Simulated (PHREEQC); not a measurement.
Consider water at 10 °C with 0.2 mol NiSO4, 0.0058 mol Na2SO4 and 0.0005 mol FeSO4 per kg of water. Closed to the air; pH follows from the charge balance.

All values are PHREEQC results (ion-association model, wateq4f.dat), not measurements.

Each row changes one thing in this solution. No solid was allowed to form.

```json
[
 {"case": "as made", "pH": "6.16", "ionic strength (mol/kgw)": "0.403", "SO4-2 (mol/kgw)": "0.101", "Na+ (mol/kgw)": "0.0105", "NaSO4- (mol/kgw)": "0.00112", "Fe+2 (mol/kgw)": "0.000282", "SI of Melanterite (FeSO4:7H2O)": "-3.35", "SI of Mirabilite (Na2SO4:10H2O)": "-4.05"},
 {"case": "NiSO4 left out", "pH": "6.84", "ionic strength (mol/kgw)": "0.0186", "SO4-2 (mol/kgw)": "0.00600", "Na+ (mol/kgw)": "0.0114", "NaSO4- (mol/kgw)": "0.000185", "Fe+2 (mol/kgw)": "0.000387", "SI of Melanterite (FeSO4:7H2O)": "-3.66", "SI of Mirabilite (Na2SO4:10H2O)": "-4.59"},
 {"case": "NiSO4 from 0.2 to 0.04 mol/kgw", "pH": "6.31", "ionic strength (mol/kgw)": "0.114", "SO4-2 (mol/kgw)": "0.0296", "Na+ (mol/kgw)": "0.0111", "NaSO4- (mol/kgw)": "0.000539", "Fe+2 (mol/kgw)": "0.000322", "SI of Melanterite (FeSO4:7H2O)": "-3.46", "SI of Mirabilite (Na2SO4:10H2O)": "-4.25"},
 {"case": "Na2SO4 from 0.0058 to 0.0116 mol/kgw", "pH": "6.17", "ionic strength (mol/kgw)": "0.414", "SO4-2 (mol/kgw)": "0.105", "Na+ (mol/kgw)": "0.0209", "NaSO4- (mol/kgw)": "0.00230", "Fe+2 (mol/kgw)": "0.000280", "SI of Melanterite (FeSO4:7H2O)": "-3.35", "SI of Mirabilite (Na2SO4:10H2O)": "-3.44"},
 {"case": "0.24 mol/kgw CdCl2 added", "pH": "5.52", "ionic strength (mol/kgw)": "0.636", "SO4-2 (mol/kgw)": "0.0763", "Na+ (mol/kgw)": "0.0109", "NaSO4- (mol/kgw)": "0.000753", "Fe+2 (mol/kgw)": "0.000339", "SI of Melanterite (FeSO4:7H2O)": "-3.55", "SI of Mirabilite (Na2SO4:10H2O)": "-4.26"}
]
```

In wateq4f.dat the enthalpy of Ni(OH)2 has the wrong sign, so its saturation index can't be trusted away from 25 °C. Constants without temperature data keep their 25 °C values here.
